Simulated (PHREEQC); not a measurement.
**Buffer**

A solution holds 0.29 mol NaHCO3 and 4e-05 mol Na2HPO4 per kg of water, at 65 °C. Closed to the air; pH follows from the charge balance.

Model: ion-association model, phreeqc.dat, run in PHREEQC.

This is a speciation only: nothing precipitates in the calculation.

Question: What pH does the model give?

Answer: pH 7.45.

Question: In which forms is C present?

Answer: HCO3- 87 %, NaHCO3 5.1 %, CO2 4.2 %, NaCO3- 3.7 % of the C.

Away from 25 °C the constants follow the database's enthalpies or fits; those with neither stay at their 25 °C values.
